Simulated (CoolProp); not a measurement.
The numbers come from the reference Helmholtz-energy equation of state, Guder 2009 in CoolProp.

Question: For sulfur hexafluoride, give the phase and the Joule-Thomson coefficient (K/MPa), Prandtl number at 2.25 °C and 18.8 bar; 2.25 °C and 56.3 bar; 2.25 °C and 169 bar.

Answer: 
- 2.25 °C and 18.8 bar: liquid; Joule-Thomson coefficient 0.219, Prandtl number 3.06
- 2.25 °C and 56.3 bar: liquid; Joule-Thomson coefficient 0.0394, Prandtl number 3.07
- 2.25 °C and 169 bar: liquid; Joule-Thomson coefficient -0.176, Prandtl number 3.23

Viscosity comes from a separate model (Quiñones-Cisneros 2012). Thermal conductivity comes from a separate model (Assael 2012).
